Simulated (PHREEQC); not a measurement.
## Hard or scaling water (model solution)

Make-up at 25 °C: 3.3e-05 mol Ca(HCO3)2, 0.00058 mol Na2SO4 and 0.0016 mol NaCl per kg of water. Closed to the air; pH follows from the charge balance.

Equilibrium calculation in PHREEQC: ion-association model, phreeqc.dat.

This is a speciation only: nothing precipitates in the calculation.

Task: What pH does the model give?

Result: pH 7.98.

Task: In which forms is C present?

Result: HCO3- 97 %, CO2 2.1 %, CO3-2 0.5 % of the C.

Species that the database lacks are ignored.
